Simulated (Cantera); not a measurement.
Mixture: CH₄ : CO : O₂ : N₂ : H₂O = 1 : 1.1 : 1.16 : 4.36 : 0.19 (molar parts), at 14.0 bar, adiabatic and at constant volume. Ignition delay is the time to a rise of 400 K.

Model: GRI-Mech 3.0 (53 species, 325 reactions), integrated in Cantera. The pressure lies above the range GRI-Mech 3.0 was tuned for (to about 10 atm).

**Question.** Predict: delay at 1323 K; delay at 1423 K; delay at 1523 K; delay at 1623 K; delay at 1723 K; delay at 1823 K; apparent activation energy between 1623 and 1823 K.

**Answer.** 
```
Quantity                                                 Value
--------------------------------------------------  ----------
delay at 1323 K                                        2.11 ms
delay at 1423 K                                       0.631 ms
delay at 1523 K                                       0.209 ms
delay at 1623 K                                        75.7 µs
delay at 1723 K                                        30.2 µs
delay at 1823 K                                        13.4 µs
apparent activation energy between 1623 and 1823 K  210 kJ/mol
```
